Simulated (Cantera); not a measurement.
Feed: 1 mol Pb, 0.79 mol NH3, a varied amount of N2, equilibrated at 1425 K and 0.100 bar.

Method: chemical equilibrium by Gibbs-energy minimisation in Cantera with the NASA 1993 tables (ideal gas, pure condensed phases). Candidate condensed phases: Pb; 11 gas species. Kinetics and transport are ignored.

x: gas mole fraction; nothing condenses.

```tsv
n(N2) (mol)	x N2	x H2	x Pb	x Pb2	x H
6.8	0.767	0.126	0.107	?	7.67e-6
8.3	0.799	0.109	0.0919	?	7.12e-6
10	0.826	0.0942	0.0795	?	6.62e-6
12	0.850	0.0813	0.0686	?	6.15e-6
15	0.876	0.0674	0.0569	?	5.60e-6
18	0.894	0.0576	0.0486	?	5.18e-6
22	0.911	0.0482	0.0407	?	4.74e-6
27	0.926	0.0401	0.0338	?	4.32e-6
32	0.937	0.0343	0.0289	?	3.99e-6
39	0.947	0.0285	0.0240	?	3.64e-6
47	0.956	0.0239	0.0202	?	3.33e-6
58	0.964	0.0196	0.0165	?	3.02e-6
70	0.970	0.0163	0.0138	?	2.76e-6
```

Task: What belongs in the gaps?

Result: 
- 6.8, x Pb2: 2.51e-5
- 8.3, x Pb2: 1.87e-5
- 10, x Pb2: 1.40e-5
- 12, x Pb2: 1.04e-5
- 15, x Pb2: 7.15e-6
- 18, x Pb2: 5.22e-6
- 22, x Pb2: 3.66e-6
- 27, x Pb2: 2.53e-6
- 32, x Pb2: 1.85e-6
- 39, x Pb2: 1.28e-6
- 47, x Pb2: 8.99e-7
- 58, x Pb2: 6.02e-7
- 70, x Pb2: 4.20e-7
